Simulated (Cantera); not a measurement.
What does this Cantera script print?

```python
import numpy as np
import cantera as ct

gas_names = [...]  # 54 gases of nasa_gas.yaml made of Cl, H, N, O
cond_names = """
    H2O(s) H2O(L) NH4CL(a) NH4CL(b)
""".split()


# ... load() reads the species with a 1 bar reference pressure and builds the phases ...
atoms = {
    'HCl': {'H': 1, 'CL': 1},
    'O2': {'O': 2},
    'N2': {'N': 2},
}
top_T = {}  # K; cautious upper limits of use, not melting points


# ... equilibrate(T, P, feed) seeds the gas with the atoms and calls Mixture.equilibrate('TP', solver="vcs", rtol=1e-11, max_steps=5000) ...
results = []
feed = {'HCl': 1, 'O2': 0.036, 'N2': 14}  # mol
P = 1333.22  # Pa
for T in [2000, 2250, 2500, 2750, 3000, 3250, 3500, 3750, 4000, 4250, 4500, 4750, 5000]:
    mix = equilibrate(T, P, feed)
    results.append((T, P, feed, dict(zip(mix.species_names, mix.species_moles))))

top = {s: max(r[3][s] / sum(r[3][g] for g in gas_names) for r in results) for s in gas_names}
cols = sorted((s for s in top if top[s] > 0.0001), key=lambda s: -top[s])[:6]
seen = [c for c in cond_names if any(r[3].get(c, 0) > 1e-12 for r in results)]
print("log10 of partial pressures in bar; condensed amounts in mol")
print(f"{'T/K':>10s}" + "".join(f"{s[:9]:>10s}" for s in cols + seen))
for T, P, feed, n in results:
    ng = sum(n[g] for g in gas_names)
    print(f"{T:10.4g}" + "".join(f"{np.log10(max(n[s] / ng * P / 1e5, 1e-99)):10.3f}" for s in cols)
          + "".join(f"{n.get(c, 0):10.4g}" for c in seen))
```

It prints:

```
log10 of partial pressures in bar; condensed amounts in mol
       T/K        N2         N        CL         H       HCL        H2
      2000    -1.908    -9.999    -3.757    -5.099    -3.150    -4.620
      2250    -1.912    -8.607    -3.483    -4.178    -3.262    -4.097
      2500    -1.919    -7.494    -3.267    -3.578    -3.496    -3.958
      2750    -1.928    -6.584    -3.144    -3.247    -3.902    -4.164
      3000    -1.933    -5.823    -3.098    -3.125    -4.453    -4.647
      3250    -1.935    -5.177    -3.086    -3.093    -5.019    -5.199
      3500    -1.936    -4.622    -3.083    -3.085    -5.532    -5.713
      3750    -1.938    -4.142    -3.083    -3.084    -5.986    -6.169
      4000    -1.942    -3.722    -3.084    -3.085    -6.388    -6.574
      4250    -1.951    -3.353    -3.089    -3.089    -6.749    -6.938
      4500    -1.969    -3.030    -3.097    -3.097    -7.079    -7.271
      4750    -2.002    -2.749    -3.111    -3.111    -7.390    -7.584
      5000    -2.060    -2.509    -3.135    -3.135    -7.691    -7.886
```

Method: chemical equilibrium by Gibbs-energy minimisation in Cantera with the NASA 1993 tables (ideal gas, pure condensed phases).
